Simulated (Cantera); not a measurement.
A Cantera script and what it prints.

```python
import numpy as np
import cantera as ct

gas_names = """
    C CN CO CO2 C2 CCN CNC C2N2 C2O C3 C3O2 C4 C4N2 C5 Fe FeC5O5 FeO N NCO NO NO2 NO3 N2 N2O O O2 O3
""".split()
cond_names = """
    C(gr) Fe(a) Fe(c) Fe(d) Fe(L) FeC5O5(L) FeO(s) FeO(L) Fe2O3(s) Fe3O4(s)
""".split()


# ... load() reads the species with a 1 bar reference pressure and builds the phases ...
atoms = {
    'Fe3O4': {'Fe': 3, 'O': 4},
    'CO': {'C': 1, 'O': 1},
    'N2': {'N': 2},
}
top_T = {'C(gr)': 4500, 'Fe2O3(s)': 1830, 'Fe3O4(s)': 1870}  # K; cautious upper limits of use, not melting points


# ... equilibrate(T, P, feed) seeds the gas with the atoms and calls Mixture.equilibrate('TP', solver="vcs", rtol=1e-11, max_steps=5000) ...
results = []
feed = {'Fe3O4': 1, 'CO': 0.69, 'N2': 5.6}  # mol
T = 1848  # K
for P in [10, 100, 1000, 10000, 100000, 1000000]:
    mix = equilibrate(T, P, feed)
    results.append((T, P, feed, dict(zip(mix.species_names, mix.species_moles))))

top = {s: max(r[3][s] / sum(r[3][g] for g in gas_names) for r in results) for s in gas_names}
cols = sorted((s for s in top if top[s] > 1e-06), key=lambda s: -top[s])[:5]
seen = [c for c in cond_names if any(r[3].get(c, 0) > 1e-12 for r in results)]
print("log10 of partial pressures in bar; condensed amounts in mol")
print(f"{'P/Pa':>10s}" + "".join(f"{s[:9]:>10s}" for s in cols + seen))
for T, P, feed, n in results:
    ng = sum(n[g] for g in gas_names)
    print(f"{P:10.4g}" + "".join(f"{np.log10(max(n[s] / ng * P / 1e5, 1e-99)):10.3f}" for s in cols)
          + "".join(f"{n.get(c, 0):10.4g}" for c in seen))
```

Output:

```
log10 of partial pressures in bar; condensed amounts in mol
      P/Pa        N2       CO2        O2        CO        Fe    FeO(L)  Fe3O4(s)
        10    -4.075    -5.056    -5.464    -5.800    -5.931     2.899         0
       100    -3.064    -4.000    -4.584    -5.184    -6.371     2.995         0
      1000    -2.059    -2.979    -3.766    -4.572    -6.780      2.71   0.09655
     1e+04    -1.051    -1.972    -3.766    -3.565    -6.780     2.093    0.3024
     1e+05    -0.051    -0.971    -3.766    -2.564    -6.780     2.028     0.324
     1e+06     0.950     0.029    -3.766    -1.564    -6.780      2.02    0.3266
```

Equilibrium computed with Cantera from the NASA thermochemical tables; the gas is ideal and each condensed phase is pure. Mutual solubility and eutectic melting of coexisting phases are not modelled. The tables' stoichiometric FeO is somewhat more stable than real wüstite, so its field is too wide. FeO: taken at fixed stoichiometry.
